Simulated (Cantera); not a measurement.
An adiabatic, constant-pressure homogeneous reactor starts with 12.2 % H₂, 18.5 % O₂, 69.3 % N₂, equivalence ratio 0.33, at 1073 K and 10.0 bar.

Computed with Cantera and the H2/O2 subset of GRI-Mech 3.0, which has no nitrogen chemistry. The hydrogen kinetics of GRI-Mech 3.0 are dated; newer H2 mechanisms differ, most at raised pressure.

x: mole fraction; the columns are a selection and need not sum to one.

```csv
t (s),T (K),x H₂,x O₂,x H₂O,x O,x H₂O₂,x HO₂,x OH
5.00e-6,1073,0.122,0.185,2.27e-9,5.89e-11,6.56e-11,1.26e-8,2.26e-11
1.34e-5,1073,0.122,0.185,6.62e-9,6.17e-11,4.88e-10,3.46e-8,2.39e-11
3.60e-5,1073,0.122,0.185,1.96e-8,7.03e-11,3.53e-9,9.51e-8,2.81e-11
9.67e-5,1073,0.122,0.185,[?],9.99e-11,[?],[?],4.63e-11
0.000260,1073,0.122,0.185,3.98e-7,2.40e-10,1.84e-7,9.18e-7,1.51e-10
0.000697,1073,0.122,0.185,6.05e-6,1.63e-9,2.29e-6,5.71e-6,1.37e-9
0.00187,1078,0.121,0.185,0.000560,6.35e-8,0.000129,5.84e-5,7.55e-8
0.00502,1948,2.17e-5,0.132,0.129,5.11e-5,2.30e-7,3.25e-6,0.000897
0.0135,1948,2.17e-5,0.132,0.129,5.11e-5,2.30e-7,3.25e-6,0.000897
0.0362,1948,2.17e-5,0.132,0.129,5.11e-5,2.30e-7,3.25e-6,0.000897
0.0971,1948,2.17e-5,0.132,0.129,5.11e-5,2.30e-7,3.25e-6,0.000897
0.261,1948,2.17e-5,0.132,0.129,5.11e-5,2.30e-7,3.25e-6,0.000897
0.700,1948,2.17e-5,0.132,0.129,5.11e-5,2.30e-7,3.25e-6,0.000897
```

Problem. Complete the blanks.

Solution. 
- 9.67e-5, x H₂O: 6.87e-8
- 9.67e-5, x H₂O₂: 2.50e-8
- 9.67e-5, x HO₂: 2.71e-7
